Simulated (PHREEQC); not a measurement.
A column of 0.1 m (40 cells, dispersivity 0.005 m, 300 s a shift, diffusion coefficient 3e-10 m²/s) holds 0.0012 eq of the database's cation exchanger X per kg of pore water, first in equilibrium with 0.0016 mol KCl, 0.0059 mol SrCl2 and 1e-05 mol HCl per kg of water. It is flushed with 0.00049 mol/kgw CaCl2 and 1e-05 mol/kgw HCl, at 15 °C. Values are for the last cell. The system is closed to CO2. Nothing may precipitate in this run.

Model: ion-association model, phreeqc.dat, run in PHREEQC.

```csv
pore volumes,Ca in solution (mol/kgw),K in solution (mol/kgw),Sr in solution (mol/kgw),Cl in solution (mol/kgw),CaX2 on the exchanger (mol/kgw),SrX2 on the exchanger (mol/kgw)
0,0,0.00160,0.00590,0.0134,0,0.000576
0.3125,9.03e-9,0.00160,0.00590,0.0134,6.69e-10,0.000576
0.4625,1.77e-6,0.00159,0.00585,0.0133,1.32e-7,0.000576
0.7625,5.45e-5,0.00125,0.00455,___,5.21e-6,0.000574
0.9125,9.56e-5,0.000930,0.00338,0.00788,1.22e-5,0.000570
1.212,0.000135,0.000397,0.00152,0.00372,3.72e-5,0.000551
1.363,0.000139,0.000240,0.00101,0.00254,5.59e-5,0.000536
1.663,0.000151,8.13e-5,0.000521,0.00144,0.000107,0.000489
1.962,0.000190,2.59e-5,0.000344,0.00111,0.000177,0.000422
2.112,0.000218,1.43e-5,0.000294,0.00105,0.000216,0.000383
2.413,0.000278,4.24e-6,___,0.00100,0.000295,0.000305
2.562,0.000306,2.28e-6,0.000186,0.000997,0.000333,0.000267
2.862,0.000356,6.43e-7,0.000134,0.000991,0.000401,0.000199
3.013,0.000378,3.40e-7,0.000113,0.000991,0.000431,0.000169
3.312,0.000412,9.35e-8,7.83e-5,0.000990,0.000480,0.000120
3.612,0.000437,2.55e-8,5.33e-5,0.000990,0.000517,___
3.763,0.000446,1.32e-8,4.37e-5,0.000990,0.000531,6.86e-5
4.062,0.000461,3.56e-9,2.89e-5,0.000990,0.000554,4.59e-5
4.213,0.000467,___,2.34e-5,0.000990,0.000563,3.72e-5
4.513,___,4.93e-10,1.52e-5,0.000990,0.000576,___
4.662,0.000478,___,1.21e-5,0.000990,0.000581,1.95e-5
4.963,0.000482,6.76e-11,7.73e-6,0.000990,0.000588,1.24e-5
```

Q: Complete the blanks.

A: 
- 0.7625, Cl in solution (mol/kgw): 0.0105
- 2.413, Sr in solution (mol/kgw): 0.000217
- 3.612, SrX2 on the exchanger (mol/kgw): 8.32e-5
- 4.213, K in solution (mol/kgw): 1.84e-9
- 4.513, Ca in solution (mol/kgw): 0.000475
- 4.513, SrX2 on the exchanger (mol/kgw): 2.43e-5
- 4.662, K in solution (mol/kgw): 2.54e-10

Complexes and solids missing from the database can't appear.
